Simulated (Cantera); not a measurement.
Charge: 1 mol C3H8, 0.23 mol O2, 2.3 mol NH3, equilibrated at 2373.15 K and 10.0 mbar.

These are equilibrium values from Cantera (NASA tables, ideal gas, pure condensed phases), not measurements of a reactor. Candidate condensed phases: C, C6H6, C7H8, C8H18, H2O; 136 gas species. Equilibrium is a limit: real reactors are often held back by kinetics, nucleation or transport.

Question: What is the equilibrium state?

Answer: 
```json
{
  "x(H2)": "0.703",
  "x(H)": "0.117",
  "x(N2)": "0.112",
  "x(CO)": "0.0478",
  "x(HCN)": "0.0142",
  "x(C2H2 (acetylene))": "0.00433",
  "x(HNC)": "0.00143",
  "x(CN)": "0.000113",
  "x(C2H)": "3.90e-5",
  "n(C(graphite))": "2.30 mol",
  "gas_amount": "9.625 mol"
}
```
